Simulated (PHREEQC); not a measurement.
Solution (65 °C): 0.0045 mol ZnSO4 and 0.063 mol NaCl per kg of water. Closed to the air; pH follows from the charge balance.

Model: ion-association model, wateq4f.dat, run in PHREEQC.

Each row changes one thing in this solution. Precipitation was switched off in this run.

```
case                                                   pH  ionic strength (mol/kgw)  SI of Halite (NaCl)
---------------------------------------------  ----------  ------------------------  -------------------
as made                                              5.40                    0.0759                -4.29
temperature from 65 to 60 °C                   (withheld)                    0.0761                -4.28
ZnSO4 left out                                       6.45                    0.0630                -4.27
ZnSO4 replaced by NaHSO4 at the same molality        2.55                    0.0734           (withheld)
ZnSO4 replaced by K2SO4 at the same molality         6.52                    0.0751                -4.29
0.0069 mol/kgw HNO3 added                            2.34                    0.0810                -4.30
```

Problem. Some entries are withheld; supply them.

Solution. 
- temperature from 65 to 60 °C, pH: 5.44
- ZnSO4 replaced by NaHSO4 at the same molality, SI of Halite (NaCl): -4.25

Away from 25 °C the constants follow the database's enthalpies or fits; those with neither stay at their 25 °C values.
